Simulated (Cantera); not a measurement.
What does this Cantera script print?

```python
import numpy as np
import cantera as ct

gas = ct.Solution("h2o2.yaml")
gas.TPX = 375, 67000, {'H2': 1, 'O2': 0.549, 'N2': 2.07}
flame = ct.FreeFlame(gas, width=0.053)
flame.set_refine_criteria(ratio=3, slope=0.08, curve=0.16)
flame.transport_model = "mixture-averaged"
flame.solve(loglevel=0, auto=True)
z, T = flame.grid, flame.T
thick = (T[-1] - T[0]) / np.gradient(T, z).max()
show = ['H2', 'O2', 'OH', 'H', 'H2O2', 'HO2']
print(f"laminar burning velocity  {flame.velocity[0] * 100:.3f} cm/s")
print(f"burnt temperature         {T[-1]:.1f} K")
print(f"thermal thickness         {thick * 1e3:.4f} mm")
print(f"grid points               {len(z)}")
z0 = z[flame.heat_release_rate.argmax()]
print(f"{'z/mm':>9s}{'T/K':>9s}{'u/(m/s)':>9s}" + "".join(f"{s:>11s}" for s in show))
rows = []
for k in (-3, -2, -1.5, -1, -0.5, -0.25, 0, 0.25, 0.5, 1, 2, 4, 8):
    zz = z0 + k * thick
    rows.append([k * thick, np.interp(zz, z, T), np.interp(zz, z, flame.velocity),
                 *(np.interp(zz, z, flame.X[gas.species_index(s)]) for s in show)])
    print(f"{rows[-1][0] * 1e3:9.3f}{rows[-1][1]:9.1f}{rows[-1][2]:9.3f}" + "".join(f"{x:11.3e}" for x in rows[-1][3:]))
```

Output:

```
laminar burning velocity  295.991 cm/s
burnt temperature         2335.5 K
thermal thickness         0.6393 mm
grid points               118
     z/mm      T/K  u/(m/s)         H2         O2         OH          H       H2O2        HO2
   -1.918    375.0    2.960  2.763e-01  1.517e-01  1.773e-16  3.125e-17  5.557e-15  1.246e-13
   -1.279    375.0    2.960  2.763e-01  1.517e-01  2.358e-14  4.151e-15  1.497e-12  3.034e-11
   -0.959    375.0    2.960  2.763e-01  1.517e-01  2.436e-13  4.255e-14  1.973e-11  3.911e-10
   -0.639    375.0    2.960  2.761e-01  1.517e-01  8.629e-11  1.332e-11  2.200e-09  4.215e-08
   -0.320    385.3    3.018  2.703e-01  1.528e-01  5.240e-06  2.253e-06  4.248e-06  6.180e-05
   -0.160    633.7    4.807  2.319e-01  1.495e-01  9.542e-04  2.721e-03  6.682e-05  2.493e-04
    0.000   1106.6    8.106  1.409e-01  1.159e-01  2.385e-03  2.431e-02  7.122e-06  8.331e-05
    0.160   1429.8   10.357  6.070e-02  6.132e-02  7.594e-03  4.320e-02  3.369e-06  3.669e-05
    0.320   1590.5   11.455  3.843e-02  4.136e-02  1.114e-02  4.216e-02  2.014e-06  2.164e-05
    0.639   1752.2   12.508  3.361e-02  3.448e-02  1.383e-02  3.215e-02  1.010e-06  1.462e-05
    1.279   1911.7   13.506  3.029e-02  3.035e-02  1.527e-02  2.145e-02  5.175e-07  9.988e-06
    2.557   2056.5   14.380  2.500e-02  2.649e-02  1.526e-02  1.281e-02  3.059e-07  6.502e-06
    5.114   2177.5   15.087  1.863e-02  2.309e-02  1.386e-02  6.780e-03  2.104e-07  4.162e-06
```

Model: the H2/O2 subset of GRI-Mech 3.0, which has no nitrogen chemistry, integrated in Cantera. Burning velocities carry a grid error of a few per cent, more on coarse grids.
